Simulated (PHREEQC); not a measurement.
A solution holds 2.9 mmol/kgw Cu(BF4)2, 0.5 mmol/kgw HBF4 and 1 mmol/kgw NaCl, at 76 °C. Closed to the air; pH follows from the charge balance.

All values are PHREEQC results (ion-association model, phreeqc.dat), not measurements.

This is a speciation only: nothing precipitates in the calculation.

Question: Order these Cu species by the share of Cu that they hold, largest first: CuF+, Cu+2, CuCl+.

Answer: Cu+2 (95 %), CuF+ (3.8 %), CuCl+ (1.3 %)

Question: Order these B species by the share of B that they hold, largest first: H3BO3, BF4-, BF2(OH)2-, BF3OH-.

Answer: BF4- (51 %), H3BO3 (33 %), BF2(OH)2- (8.6 %), BF3OH- (7.5 %)

The pH is 3.07 and the ionic strength 0.0103 mol/kgw. Species that the database lacks are ignored. At this temperature some constants are extrapolated from 25 °C, and those without enthalpy data are left unchanged. Real BF4- forms and hydrolyses slowly; the run takes it at equilibrium.
